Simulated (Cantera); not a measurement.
**Thermodynamics of silicon carbide growth, feed (CH3)2SiCl2 + C2H2 + H2**

Input: 1 mol (CH3)2SiCl2, 0.0089 mol C2H2, 390 mol H2, at 1.33 mbar.

Method: chemical equilibrium by Gibbs-energy minimisation in Cantera with the NASA 1993 tables (ideal gas, pure condensed phases). Candidate condensed phases: C, C6H6, C7H8, C8H18, Si, SiC; 109 gas species. The feed counts by its element totals alone. The tables' values for SiCl are old estimates; treat these amounts as uncertain. The numbers say what is thermodynamically allowed, not how fast it happens.

```csv
T (K),x H2,x H,x HCl,x Si,x C2H2 (acetylene),x Cl,n C(graphite)
2023,0.941,0.0505,0.00473,0.00218,0.000841,0.000188,1.23
2073,0.922,0.0692,0.00462,0.00219,0.00113,0.000256,0.973
2123,0.898,0.0931,0.00448,0.00217,0.00149,0.000341,0.643
2173,0.868,0.123,0.00430,0.00213,0.00192,0.000445,0.232
2223,0.831,0.160,0.00408,0.00209,0.00213,0.000570,0
2273,0.787,0.204,0.00383,0.00205,0.00207,0.000716,0
2323,0.736,0.256,0.00353,0.00201,0.00200,0.000882,0
2373,0.677,0.315,0.00320,0.00195,0.00191,0.00106,0
2423,0.612,0.380,0.00284,0.00188,0.00179,0.00126,0
2473,0.542,0.450,0.00247,0.00181,0.00165,0.00145,0
```
x: gas mole fraction; n: condensed amount in mol.

From 2023 K to 2173 K the condensed part is C(graphite). From 2223 K to 2473 K nothing is condensed. The main Si-bearing gas is Si throughout.
